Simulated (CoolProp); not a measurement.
Hexamethyldisiloxane (MM) at several states: fugacity coefficient from the reference equation and from simpler models built on Tc = 518.7 K, pc = 1.931 MPa, ω = 0.418; each cubic takes its own stable root.

Model: reference Helmholtz-energy equation of state, Thol 2016, in CoolProp.

```
T (K)  p (MPa)   phase  reference
-----  -------  ------  ---------
403.3     1.86  liquid     0.1219
437.7    0.135     gas     0.9551
262.1   0.0452  liquid    0.01445
559.9     1.63     gas     0.7822
```

### Question
How far does each simpler model (van der Waals, Redlich-Kwong, Soave-Redlich-Kwong, Peng-Robinson) lie from the reference over these 4 states: mean and median of the absolute difference, and the worst?

### Answer
- van der Waals: mean 1691.8 %, median 86.6 %, worst +6592.7 % at 262.1 K and 0.0452 MPa
- Redlich-Kwong: mean 184.8 %, median 33.9 %, worst +670.9 % at 262.1 K and 0.0452 MPa
- Soave-Redlich-Kwong: mean 1.4 %, median 1.2 %, worst +2.9 % at 403.3 K and 1.86 MPa
- Peng-Robinson: mean 3.3 %, median 0.6 %, worst +11.7 % at 262.1 K and 0.0452 MPa

At some of these states van der Waals gives the other phase, because its saturation line lies elsewhere.
